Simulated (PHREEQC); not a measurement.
**Phosphoric acid bath**

Consider water at 40 °C with 0.0747 mol/kgw KH2PO4 and 0.24 mol/kgw H2SO4. Closed to the air; pH follows from the charge balance.

Computed with PHREEQC (ion-association model, phreeqc.dat).

```yaml
pH: 0.80
ionic_strength: 0.301 mol/kgw
activity_of_water: 0.990
specific_conductance: 92100 µS/cm
density: 1.012 g/cm³
total_alkalinity: -480 meq/kg
```

```json
[
 {"species": "HSO4-", "molality": "0.207", "activity": "0.151", "log γ": "-0.138"},
 {"species": "H+", "molality": "0.202", "activity": "0.157", "log γ": "-0.109"},
 {"species": "H3PO4", "molality": "0.0708", "activity": "0.0759", "log γ": "0.030"},
 {"species": "K+", "molality": "0.0705", "activity": "0.0475", "log γ": "-0.171"},
 {"species": "SO4-2", "molality": "0.0287", "activity": "0.00697", "log γ": "-0.615"},
 {"species": "KSO4-", "molality": "0.00417", "activity": "0.00299", "log γ": "-0.145"},
 {"species": "H2PO4-", "molality": "0.00387", "activity": "0.00277", "log γ": "-0.145"},
 {"species": "HPO4-2", "molality": "4.75e-9", "activity": "1.18e-9", "log γ": "-0.603"}
]
```

This is a speciation only: nothing precipitates in the calculation. At this temperature some constants are extrapolated from 25 °C, and those without enthalpy data are left unchanged.
